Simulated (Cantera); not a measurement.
## Ignition delay

Mixture: CH₄ : CO : O₂ : N₂ : CO₂ = 1 : 0.08 : 2.04 : 6.73 : 0.24 (molar parts), at 9.00 bar, adiabatic and at constant pressure. Ignition delay is the time to a rise of 400 K.

Computed with Cantera and GRI-Mech 3.0 (53 species, 325 reactions).

```csv
T0 (K),delay (ms)
1123,15.5
1223,4.08
1323,1.24
1423,0.422
1523,0.157
1623,0.0641
1723,0.0287
```

- apparent activation energy between 1523 and 1723 K = 190 kJ/mol
